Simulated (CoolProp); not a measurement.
Vapour pressure (bar) of R245ca: the reference equation beside estimates from Tc = 174.4 °C, pc = 39.41 bar, ω = 0.355. Clausius-Clapeyron is anchored at 4.25 °C with a constant enthalpy of vaporisation of 28.95 kJ/mol.

Computed with CoolProp (reference Helmholtz-energy equation of state, Zhou 2016).

```csv
T (°C),reference,Lee-Kesler,Clausius-Clapeyron,van der Waals,Redlich-Kwong,Soave-Redlich-Kwong,Peng-Robinson
-41.65,0.02891,0.02940,0.03463,1.373,0.1407,0.03015,0.03259
-32.45,0.05475,0.05503,0.06153,1.765,0.2314,0.05620,0.05984
-23.25,0.09777,0.09755,0.1048,2.231,0.3634,0.09921,0.1043
-14.15,0.1649,0.1639,0.1710,2.769,0.5461,0.1660,0.1726
-4.95,0.2675,0.2655,0.2711,3.398,0.7962,0.2679,0.2759
4.25,0.4170,0.4139,0.4170,4.118,1.126,0.4164,0.4252
13.45,0.6274,0.6237,0.6238,4.935,1.549,0.6257,0.6344
22.65,0.9150,0.9114,0.9102,5.853,2.080,0.9124,0.9196
31.85,1.298,1.296,1.298,6.879,2.736,1.295,1.299
41.05,1.796,1.797,1.813,8.016,3.530,1.795,1.793
```

Absolute difference from the reference over all 10 rows, mean and median: Lee-Kesler 0.6 and 0.6 %, Clausius-Clapeyron 4.6 and 1.1 %, van der Waals 1559.4 and 1028.9 %, Redlich-Kwong 206.1 and 183.8 %, Soave-Redlich-Kwong 1.0 and 0.3 %, Peng-Robinson 4.0 and 2.6 %.
